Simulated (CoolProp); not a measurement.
Vapour-liquid equilibrium of dimethyl ether (1) + R227EA (2) at 0.307 MPa; x and y are mole fractions of (1).

Computed with CoolProp (multi-fluid Helmholtz-energy mixture model, Wu 2011 and Lemmon 2016; pair parameters Bell 2016).

| x | bubble temperature, mixture model (K) | bubble temperature, Raoult's law (K) | y, mixture model | y, Raoult's law |
|---|---|---|---|---|
| 0.05 | 287.1 | 285.4 | 0.022 | 0.065 |
| 0.15 | 289.3 | 284.5 | 0.096 | 0.190 |
| 0.25 | ? | 283.5 | 0.213 | 0.308 |
| 0.35 | 291.3 | 282.6 | ? | 0.419 |
| 0.45 | ? | 281.7 | 0.521 | 0.523 |
| 0.55 | ? | 280.9 | 0.666 | 0.621 |
| 0.65 | 285.9 | 280.0 | 0.783 | 0.714 |
| 0.75 | ? | 279.2 | ? | 0.802 |
| 0.85 | 280.7 | 278.4 | 0.935 | 0.884 |
| 0.95 | 278.3 | 277.6 | 0.981 | 0.963 |

Question: Complete the blanks.

Answer: 
- 0.25, bubble temperature, mixture model (K): 290.9
- 0.35, y, mixture model: 0.362
- 0.45, bubble temperature, mixture model (K): 290.4
- 0.55, bubble temperature, mixture model (K): 288.4
- 0.75, bubble temperature, mixture model (K): 283.2
- 0.75, y, mixture model: 0.872

The largest gap from Raoult's law is +8.7 K in bubble temperature, at x = 0.35. y crosses x between x = 0.25 and 0.35: the model has an azeotrope there.

Pair parameters are fitted to limited data, so mixtures are less certain than the pure fluids.
